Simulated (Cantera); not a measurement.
Mixture: 5.46 % CH₄, 0.927 % C₂H₆, 0.213 % C₃H₈, 16.0 % O₂, 75.3 % N₂, 2.07 % CO₂, equivalence ratio 0.95, at 3750 Torr, adiabatic and at constant volume. Ignition delay is the time to a rise of 400 K.

Computed with Cantera and GRI-Mech 3.0 (53 species, 325 reactions).

### Question
Predict: delay at 1000 K; delay at 1200 K; delay at 1400 K; delay at 1600 K; delay at 1800 K; apparent activation energy between 1600 and 1800 K.

### Answer
| Item | Result |
|---|---|
| delay at 1000 K | 34.7 ms |
| delay at 1200 K | 1.19 ms |
| delay at 1400 K | 0.135 ms |
| delay at 1600 K | 25.9 µs |
| delay at 1800 K | 7.56 µs |
| apparent activation energy between 1600 and 1800 K | 150 kJ/mol |
